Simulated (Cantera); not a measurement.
**Equilibrium for chlorosilane synthesis and conversion: Si + Cl₂ + H₂**

A closed system holds: 1 mol Si, 0.93 mol Cl₂, a varied amount of H₂, at 1100 K and 21.0 bar.

Cantera equilibrium calculation (NASA polynomials, part measured and part estimated; ideal gas, pure solids and liquids). Candidate condensed phases: Si; 19 gas species. The tables' values for SiCl₃ are old estimates; treat these amounts as uncertain. Kinetics and transport are ignored.

From 1.1 mol H₂ to 8.8 mol H₂ the condensed part is Si(s). The main Si-bearing gas is SiCl₄ at 1.1 mol H₂ and SiHCl₃ at 8.8 mol H₂. The share of Si in condensed phases is highest at 1.1 mol H₂ (46.9 %) and lowest at 8.8 mol H₂ (43.8 %).

```
n(H₂) (mol)   x H₂  x SiCl₄  x SiHCl₃  x SiH₂Cl₂    x HCl   x SiCl₃  n Si(s)
-----------  -----  -------  --------  ---------  -------  --------  -------
1.1          0.635    0.183     0.152     0.0151   0.0113   0.00232    0.469
1.4          0.691    0.146     0.134     0.0147   0.0112   0.00196    0.465
1.8          0.743    0.114     0.115     0.0139   0.0109   0.00163    0.460
2.2          0.780   0.0931     0.101     0.0132   0.0106   0.00140    0.457
2.8          0.818   0.0721    0.0856     0.0122   0.0102   0.00115    0.453
3.5          0.849   0.0564    0.0725     0.0112  0.00974  0.000960    0.450
4.4          0.875   0.0436    0.0607     0.0101  0.00927  0.000791    0.446
5.6          0.898   0.0330    0.0499    0.00904  0.00876  0.000642    0.443
7            0.916   0.0254    0.0414    0.00809  0.00828  0.000527    0.440
8.8          0.931   0.0193    0.0339    0.00716  0.00779  0.000429    0.438
```
x: gas mole fraction; n: condensed amount in mol.
